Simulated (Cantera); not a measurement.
Input: 1 mol Fe, 0.0032 mol O2, 8.2 mol CO, 2.4 mol NH3, held at 2200000 Pa.

Points: T (K) = 998, 1048, 1098, 1148, 1198, 1248, 1298, 1348, 1398, 1448.

Cantera's Mixture.equilibrate('TP', solver="vcs", rtol=1e-11, max_steps=5000) on the NASA tables stopped like this:

```
ERROR: FAILURE its = 5001!

*******************************************************************************
CanteraError thrown by MultiPhase::equilibrate:
VCS solver failed. Return code: -1
*******************************************************************************
```

### Question
What got this run through?

### Answer
This is not unique; one that fits is The failure is numerical, not chemical. The same input converged with solver="gibbs", rtol=1e-10, max_steps=50000, and the result passed a check of the equilibrium conditions:
```
log10 of partial pressures in bar; condensed amounts in mol
       T/K        CO       CO2        H2       H2O        N2       CH4     C(gr)     Fe(c)    FeO(s)
       998     0.514     0.799     0.531     0.656     0.530     0.051     4.422         0         1
      1048     0.689     0.724     0.603     0.564     0.503    -0.027     4.013         0         1
      1098     0.828     0.617     0.659     0.451     0.473    -0.119       3.5         0         1
      1148     0.933     0.475     0.701     0.315     0.441    -0.222     2.926         0         1
      1198     1.017     0.323     0.713     0.154     0.395    -0.369     1.951    0.5411    0.4589
      1248     1.073     0.141     0.720    -0.020     0.356    -0.513     1.065         1         0
      1298     1.102    -0.073     0.736    -0.194     0.340    -0.626    0.6781         1         0
      1348     1.118    -0.289     0.748    -0.367     0.329    -0.737    0.4205         1         0
      1398     1.128    -0.500     0.757    -0.536     0.322    -0.845    0.2578         1         0
      1448     1.134    -0.703     0.764    -0.699     0.317    -0.949     0.157         1         0
```

The gas is ideal and each condensed phase is pure. Iron dissolves carbon and melts from about 1420 K in contact with it, which pure phases cannot show. Mutual solubility and eutectic melting of coexisting phases are not modelled. The tables' stoichiometric FeO is somewhat more stable than real wüstite, so its field is too wide. FeO: taken at fixed stoichiometry. Condensed phases not in the tables: cementite and carbon dissolved in iron.
